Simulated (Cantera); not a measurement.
Feed: 1 mol C₂F₆, 2.2 mol H₂, held at 5.60e-5 bar.

Method: chemical equilibrium by Gibbs-energy minimisation in Cantera with the NASA 1993 tables (ideal gas, pure condensed phases). Candidate condensed phases: C, C₆H₆, C₇H₈, C₈H₁₈; 95 gas species. The feed counts by its element totals alone. Gases not in the tables: C₂F₆ and larger saturated fluorocarbons. Rates play no part. All values below are at 1525 K.

Base state: HF 0.914, CF₄ 0.0812, F 0.00247, CF₂ 0.00235, CF₃ 7.43e-5 (mole fractions); condensed: C(graphite).

Q: What changes in the equilibrium state with this change: H₂ from 2.2 to 1.1 mol?

A: 
```json
[
 {"species": "HF", "before": "0.914", "after": "0.695"},
 {"species": "CF₄", "before": "0.0812", "after": "0.297"},
 {"species": "CF₂", "before": "0.00235", "after": "0.00449"},
 {"species": "CF₃", "before": "7.43e-5", "after": "0.000196"},
 {"species": "F", "before": "0.00247", "after": "0.00341"},
 {"species": "C(graphite), mol", "before": "1.60", "after": "1.05"}
]
```
